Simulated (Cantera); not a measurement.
Cantera run:

```python
import numpy as np
import cantera as ct

gas_names = """
    CL CL2 H HCL H2 N NH NH2 NH3 N2 N2H2 N2H4 Si SiCL SiCL2 SiCL3 SiCL4 SiH SiHCL3 SiH2 SiH2CL2 SiH3
    SiH3CL SiH4 SiN Si2 Si2N Si3
""".split()
cond_names = """
    NH4CL(a) NH4CL(b) Si(cr) Si(L) Si3N4(a)
""".split()


# ... load() reads the species with a 1 bar reference pressure and builds the phases ...
atoms = {
    'Si2H6': {'Si': 2, 'H': 6},
    'Cl2': {'CL': 2},
    'N2': {'N': 2},
}
top_T = {'Si3N4(a)': 2400}  # K; cautious upper limits of use, not melting points


# ... equilibrate(T, P, feed) seeds the gas with the atoms and calls Mixture.equilibrate('TP', solver="vcs", rtol=1e-11, max_steps=5000) ...
results = []
feed = {'Si2H6': 1, 'Cl2': 0.0034, 'N2': 130}  # mol
T = 1375  # K
P = 1333.22  # Pa
mix = equilibrate(T, P, feed)
results.append((T, P, feed, dict(zip(mix.species_names, mix.species_moles))))
x = sorted(zip(gas.X, gas.species_names), reverse=True)
print(f"T = {T:g} K  P = {P:g} Pa  gas = {mix.phase_moles(0):.4g} mol")
print("   x: " + "  ".join(f"{s} {v:.3e}" for v, s in x if v > 1e-06))
print("   condensed (mol): " + ("  ".join(f"{mix.phase(i).name} {mix.phase_moles(i):.4g}"
      for i in range(1, mix.n_phases) if mix.phase_moles(i) > 1e-12) or "none"))
```

Output:

```
T = 1375 K  P = 1333.22 Pa  gas = 131.7 mol
   x: N2 9.772e-01  H2 2.276e-02  HCL 5.163e-05  H 4.477e-06
   condensed (mol): Si3N4(a) 0.6667
```

Method: chemical equilibrium by Gibbs-energy minimisation in Cantera with the NASA 1993 tables (ideal gas, pure condensed phases). The feed counts by its element totals alone. N2 is the only nitrogen source here; it is nearly inert below about 1500 K, so the nitride shown seldom forms there in practice.
